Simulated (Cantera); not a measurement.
Input (Python, Cantera):

```python
import numpy as np
import cantera as ct

gas = ct.Solution("gri30.yaml")
gas.TP = 300, 130000
flame = ct.CounterflowDiffusionFlame(gas, width=0.02)
flame.fuel_inlet.X, flame.fuel_inlet.T = {'CH4': 1, 'C2H6': 0.28, 'C3H8': 0.1}, 375
flame.oxidizer_inlet.X, flame.oxidizer_inlet.T = {'O2': 0.18, 'N2': 0.82}, 625
flame.set_refine_criteria(ratio=3, slope=0.12, curve=0.24, prune=0.03)
show = ['OH', 'H', 'NO', 'CO', 'C2H2']

rows = []
print(f"{'mdot':>8s}{'a_max':>10s}{'a_mean':>10s}{'Tmax/K':>9s}" + "".join(f"{s:>11s}" for s in show) + "   (peak mole fractions)")
for i, mdot in enumerate([0.33, 0.41, 0.51, 0.65, 0.81, 1, 1.3, 1.6, 2]):  # kg/m2/s on the oxidiser side
    flame.oxidizer_inlet.mdot, flame.fuel_inlet.mdot = mdot, 1.1 * mdot
    flame.solve(loglevel=0, auto=(i == 0))
    if flame.T.max() < max(375, 625) + 100:
        print(f"{mdot:8.3g}  no burning solution found from the previous one")
        break
    dT = np.abs(np.gradient(flame.T, flame.grid))
    rows.append([flame.strain_rate("max"), flame.strain_rate("mean"), flame.T.max(),
                 *(flame.X[gas.species_index(s)].max() for s in show), max(dT[0], dT[-1]) / dT.max()])
    print(f"{mdot:8.3g}{rows[-1][0]:10.1f}{rows[-1][1]:10.1f}{rows[-1][2]:9.1f}" + "".join(f"{x:11.3e}" for x in rows[-1][3:-1]))
```

Result:

```
    mdot     a_max    a_mean   Tmax/K         OH          H         NO         CO       C2H2   (peak mole fractions)
    0.33     208.5      43.8   2051.1  6.109e-03  3.211e-03  2.226e-04  4.387e-02  1.993e-02
    0.41     255.1      54.4   2040.1  6.113e-03  3.330e-03  2.104e-04  4.379e-02  1.908e-02
    0.51     313.3      67.6   2031.5  6.137e-03  3.468e-03  1.989e-04  4.390e-02  1.829e-02
    0.65     393.4      86.2   2020.5  6.132e-03  3.612e-03  1.843e-04  4.409e-02  1.740e-02
    0.81     484.0     107.4   2009.0  6.091e-03  3.727e-03  1.693e-04  4.423e-02  1.653e-02
       1     589.9     132.6   1997.5  6.037e-03  3.832e-03  1.541e-04  4.450e-02  1.570e-02
     1.3     753.7     172.4   1981.4  5.921e-03  3.936e-03  1.336e-04  4.490e-02  1.454e-02
     1.6     914.8     212.2   1966.7  5.783e-03  3.992e-03  1.163e-04  4.532e-02  1.355e-02
       2    1125.5     265.2   1948.9  5.584e-03  4.014e-03  9.710e-05  4.587e-02  1.238e-02
```

Detailed kinetics in Cantera: GRI-Mech 3.0 (53 species, 325 reactions). GRI-Mech 3.0 has no aromatics or soot, which form on the fuel side of real flames. The maximum strain rate includes the flame's own expansion and is several times the mean.
